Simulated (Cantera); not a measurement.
A perfectly stirred reactor is fed with CH4 : H2O = 1 : 2.8 (molar parts), at 760 Torr; it is held at 1898 K, and followed from long to short residence time.

Computed with Cantera and GRI-Mech 3.0 (53 species, 325 reactions).

x: mole fraction; the columns are a selection and need not sum to one.

```
τ (s)     x CH4  x H2O   x CH2O   x H2    x CO
------  -------  -----  -------  -----  ------
6.2     0.00118  0.293  1.65e-7  0.534   0.152
1.8           …  0.297        …  0.529   0.149
0.52    0.00699  0.311  9.07e-7  0.516   0.142
0.15          …      …        …  0.487       …
0.044    0.0239  0.402  4.90e-6  0.434  0.0917
0.013    0.0390  0.481  1.14e-5  0.362  0.0550
0.0037   0.0636  0.561  2.59e-5  0.282  0.0263
0.0011    0.101  0.622  5.22e-5  0.205  0.0113
```

### Question
Complete the blanks.

### Answer

- 1.8, x CH4: 0.00310
- 1.8, x CH2O: 3.91e-7
- 0.15, x CH4: 0.0137
- 0.15, x H2O: 0.343
- 0.15, x CH2O: 2.09e-6
- 0.15, x CO: 0.123
